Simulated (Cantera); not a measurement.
Input: 1 mol B2O3, 9.7 mol NF3, 30 mol H2, at 977 °C and 0.100 bar.

Cantera equilibrium calculation (NASA polynomials, part measured and part estimated; ideal gas, pure solids and liquids). Candidate condensed phases: B, BN, B2O3, B3O3H3, H2O; 62 gas species. Gases not in the tables: H3BO3. The numbers say what is thermodynamically allowed, not how fast it happens.

Base state: HF 0.478, H2 0.319, N2 0.100, H2O 0.0617, BF3 0.0410, BOF 0.000288, HBO2 1.10e-5 (mole fractions); condensed: gas only.

Q: What changes in the equilibrium state with this change: temperature from 977 °C to 1527 °C?

A: 
```json
[
 {"species": "HF", "before": "0.478", "after": "0.523"},
 {"species": "H2", "before": "0.319", "after": "0.309"},
 {"species": "N2", "before": "0.100", "after": "0.0972"},
 {"species": "H2O", "before": "0.0617", "after": "0.0300"},
 {"species": "BF3", "before": "0.0410", "after": "0.0105"},
 {"species": "BOF", "before": "0.000288", "after": "0.0288"},
 {"species": "HBO", "before": "4.81e-9", "after": "1.68e-5"},
 {"species": "H", "before": "8.64e-7", "after": "0.000630"},
 {"species": "BF2", "before": "1.09e-7", "after": "6.64e-5"},
 {"species": "HBO2", "before": "1.10e-5", "after": "0.000634"}
]
```
The tables' values for BF2 are old estimates; treat these amounts as uncertain.

Q: What changes in the equilibrium state with this change: temperature from 977 °C to 1500 °C?

A: 
```csv
species,before,after
HF,0.478,0.521
H2,0.319,0.310
N2,0.100,0.0974
H2O,0.0617,0.0315
BF3,0.0410,0.0120
BOF,0.000288,0.0274
HBO,4.81e-9,1.42e-5
H,8.64e-7,0.000501
```
The tables' values for BF2 are old estimates; treat these amounts as uncertain.
